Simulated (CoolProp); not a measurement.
Saturation properties of R134a.

Computed with CoolProp (reference Helmholtz-energy equation of state, Tillner-Roth 1994).

```json
[
 {"T (°C)": "-30.85", "p (MPa)": "0.08102", "vapour density (kg/m³)": "4.260"},
 {"T (°C)": "-23.15", "p (MPa)": "0.1156", "vapour density (kg/m³)": "5.955"},
 {"T (°C)": "-15.45", "p (MPa)": "0.1609", "vapour density (kg/m³)": "8.142"},
 {"T (°C)": "-7.65", "p (MPa)": "0.2199", "vapour density (kg/m³)": "10.96"},
 {"T (°C)": "0.05", "p (MPa)": "0.2933", "vapour density (kg/m³)": "14.45"},
 {"T (°C)": "7.85", "p (MPa)": "0.3856", "vapour density (kg/m³)": "18.84"},
 {"T (°C)": "15.55", "p (MPa)": "0.4971", "vapour density (kg/m³)": "24.18"},
 {"T (°C)": "23.25", "p (MPa)": "0.6314", "vapour density (kg/m³)": "30.68"},
 {"T (°C)": "31.05", "p (MPa)": "0.7937", "vapour density (kg/m³)": "38.71"}
]
```

It boils at -26.1 °C under 1 atm.
